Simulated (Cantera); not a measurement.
A perfectly stirred reactor is fed with CH4 : H2O = 1 : 1.6 (molar parts), at 6.12 atm; it is held at 1450 K, and followed from long to short residence time.

Cantera simulation using GRI-Mech 3.0 (53 species, 325 reactions); the numbers are that mechanism's predictions, not measurements.

```csv
quantity,before,after
x(CH4) at τ = 0.360 s,0.251,0.329
x(H2O) at τ = 0.360 s,0.553,0.591
x(C2H2) at τ = 0.360 s,0.0315,0.0167
x(O) at τ = 0.360 s,<1e-12,6.29e-12
x(CH3) at τ = 0.360 s,3.50e-5,0.000175
x(CH4) at τ = 31.0 ms,0.357,0.379
x(H2O) at τ = 31.0 ms,0.605,0.614
x(C2H2) at τ = 31.0 ms,0.00572,0.000463
x(O) at τ = 31.0 ms,<1e-12,7.67e-12
x(CH3) at τ = 31.0 ms,5.29e-5,0.000189
```

Q: Which change was made?
A) temperature 1450 to 1298 K
B) CH4 1 to 0.36 parts
C) pressure from 6.12 atm to 1.09 atm
D) pressure from 6.12 atm to 0.266 atm

A: D, pressure from 6.12 atm to 0.266 atm
